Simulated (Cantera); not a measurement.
**NaI + O2 + N2 (halide evaporation, hydrolysis and transport)**

Input: 1 mol NaI, 3.8 mol O2, 58 mol N2, held at 0.0170 bar.

Equilibrium computed with Cantera from the NASA thermochemical tables; the gas is ideal and each condensed phase is pure. Candidate condensed phases: I2, Na, NaI, NaO2, Na2O, Na2O2; 16 gas species. Gases not in the tables: NaBr and NaI dimers. Rates play no part.

```csv
T (K),log p N2,log p O2,log p NaI,log p I,log p Na,log p NO
1500,-1.80,-2.99,-3.60,-4.76,-4.76,-4.92
1575,-1.81,-2.99,-3.62,-4.51,-4.52,-4.77
1650,-1.81,-2.99,-3.66,-4.30,-4.30,-4.63
1725,-1.81,-3.00,-3.71,-4.12,-4.12,-4.51
1800,-1.81,-3.00,-3.80,-3.96,-3.96,-4.39
1875,-1.81,-3.00,-3.91,-3.84,-3.84,-4.29
1950,-1.81,-3.01,-4.05,-3.75,-3.75,-4.20
2025,-1.81,-3.02,-4.23,-3.68,-3.68,-4.11
2100,-1.81,-3.02,-4.43,-3.64,-3.64,-4.03
2175,-1.81,-3.04,-4.64,-3.61,-3.62,-3.96
```
log p: log10 of the partial pressure in bar; nothing condenses.

From 1500 K to 2175 K nothing is condensed.
